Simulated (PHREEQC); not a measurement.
2 g of hydrous ferric oxide (600 m²/g; 0.2 weak and 0.005 strong sites per Fe, Dzombak-Morel constants, diffuse double layer) in 1 kg of water with 0.1 mol/kgw of an inert sodium salt and 0.0055 mol MgCl2, 0.0016 mol ZnSO4 and 2.9e-05 mol CaCl2, at 25 °C; the pH is set by adding NaOH or the inert anion's acid. Oxygen alone is held at its pressure in air (log pO2 = -0.68). No CO2 enters from the air. No solid was allowed to form.

Base run: PHREEQC, ion-association model, wateq4f.dat. Each further column changes one thing. The table gives S sorbed (%).

```csv
pH,base,no electrostatic term (-no_edl),background salt from 0.1 to 0.01 mol/kgw,oxide from 2 to 10 g/kgw,0.0015 mol/kgw BaCl2 added
3,86.6,0.3,97.8,99.9,85.7
3.75,86.0,0.3,97.2,99.8,85.1
4.12,84.8,0.4,96.2,99.8,83.9
4.88,77.6,0.4,89.6,99.5,76.6
5.25,70.5,0.4,82.5,99.1,69.5
6,49.9,0.3,61.4,95.1,48.9
6.75,33.1,0.3,44.3,73.8,32.2
7.12,26.7,0.3,37.5,55.4,25.9
7.88,14.1,0.2,22.8,22.8,13.4
8.25,8.5,0.1,15.0,10.5,8.0
9,2.0,0.0,4.0,0.9,1.9
```

In at least one series the solution becomes supersaturated in solids that the run did not let form, among them Zn(OH)2-e, Zn4(OH)6SO4, Zn5(OH)8Cl2. The oxide is taken as insoluble; below pH 4 it would dissolve.
